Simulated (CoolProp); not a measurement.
Vapour-liquid equilibrium of n-octane (1) + n-dodecane (2) at 0.458 MPa; x and y are mole fractions of (1).

Model: multi-fluid Helmholtz-energy mixture model, Beckmüller 2019 and Lemmon 2004; pair parameters Bell 2016, in CoolProp.

Question: Give the bubble temperature and the first vapour's composition at x = 0.05, 0.5, 0.65. Is there an azeotrope?

Answer: x = 0.05: 556.9 K, y = 0.142; x = 0.5: 500.0 K, y = 0.829; x = 0.65: 486.6 K, y = 0.910. No azeotrope shows between x = 0.05 and 0.95.

The pair parameters rest on a limited set of measurements; away from them the model extrapolates.
